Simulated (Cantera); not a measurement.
Input (Python, Cantera) and output of one run.

```python
import numpy as np
import cantera as ct

gas_names = """
    CL CL2 H HCL H2 N NH NH2 NH3 N2 N2H2 N2H4 Si SiCL SiCL2 SiCL3 SiCL4 SiH SiHCL3 SiH2 SiH2CL2 SiH3
    SiH3CL SiH4 SiN Si2 Si2N Si3
""".split()
cond_names = """
    NH4CL(a) NH4CL(b) Si(cr) Si(L) Si3N4(a)
""".split()


# ... load() reads the species with a 1 bar reference pressure and builds the phases ...
atoms = {
    'SiHCl3': {'Si': 1, 'H': 1, 'CL': 3},
    'NH3': {'N': 1, 'H': 3},
    'N2': {'N': 2},
}
top_T = {'Si3N4(a)': 2400}  # K; cautious upper limits of use, not melting points


# ... equilibrate(T, P, feed) seeds the gas with the atoms and calls Mixture.equilibrate('TP', solver="vcs", rtol=1e-11, max_steps=5000) ...
results = []
feed = {'SiHCl3': 1, 'NH3': 0.11, 'N2': 37}  # mol
T = 900  # K
P = 990  # Pa
mix = equilibrate(T, P, feed)
results.append((T, P, feed, dict(zip(mix.species_names, mix.species_moles))))
x = sorted(zip(gas.X, gas.species_names), reverse=True)
print(f"T = {T:g} K  P = {P:g} Pa  gas = {mix.phase_moles(0):.4g} mol")
print("   x: " + "  ".join(f"{s} {v:.3e}" for v, s in x if v > 0.001))
print("   condensed (mol): " + ("  ".join(f"{mix.phase(i).name} {mix.phase_moles(i):.4g}"
      for i in range(1, mix.n_phases) if mix.phase_moles(i) > 1e-12) or "none"))
```

Output:

```
T = 900 K  P = 990 Pa  gas = 38.4 mol
   x: N2 9.558e-01  HCL 2.952e-02  SiCL4 1.215e-02  H2 2.556e-03
   condensed (mol): Si3N4(a) 0.1778
```

Cantera equilibrium calculation (NASA polynomials, part measured and part estimated; ideal gas, pure solids and liquids).
